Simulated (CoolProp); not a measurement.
R143a at 293.15 K and 0.395 MPa is compressed adiabatically to 2.11 MPa with isentropic efficiency 0.7. Each further row changes one setting.

Values from CoolProp's reference Helmholtz-energy equation of state, Lemmon and Jacobsen 2000.

| case | work (kJ/kg) | final temperature (K) | final density (kg/m³) |
|---|---|---|---|
| as stated | 66.9 | … | 68.4 |
| efficiency 1 | … | … | 74.5 |
| efficiency 0.65 | 72.1 | 379.5 | … |

Complete the blanks.


- as stated, final temperature (K): 375.4
- efficiency 1, work (kJ/kg): 46.9
- efficiency 1, final temperature (K): 359.6
- efficiency 0.65, final density (kg/m³): 67.1
